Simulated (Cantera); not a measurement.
Charge: 1 mol SiH4, 0.031 mol HCl, 2 mol H2, held at 1400 K and 1600 Pa.

Equilibrium computed with Cantera from the NASA thermochemical tables; the gas is ideal and each condensed phase is pure. The numbers say what is thermodynamically allowed, not how fast it happens.

```json
[
 {"species": "H2", "before": "0.992", "after": "0.879"},
 {"species": "HCl", "before": "0.00736", "after": "0.0911"},
 {"species": "SiCl2", "before": "0.000161", "after": "0.0278"},
 {"species": "SiCl4", "before": "1.48e-8", "after": "0.000441"},
 {"species": "SiCl3", "before": "7.50e-7", "after": "0.00170"},
 {"species": "SiHCl3", "before": "1.41e-7", "after": "0.000301"},
 {"species": "SiH2Cl2", "before": "2.03e-7", "after": "3.10e-5"},
 {"species": "H", "before": "3.83e-5", "after": "3.60e-5"},
 {"species": "Si(s), mol", "before": "0.999", "after": "0.857"}
]
```
Gas species are given as mole fractions.

**Question.** What was changed between the two runs?
(A) HCl from 0.031 to 0.27 mol
(B) HCl from 0.031 to 0.19 mol
(C) temperature from 1400 K to 2350 K
(D) HCl from 0.031 to 0.73 mol

**Answer.** D, HCl from 0.031 to 0.73 mol. The tables' values for SiCl3 are old estimates; treat these amounts as uncertain
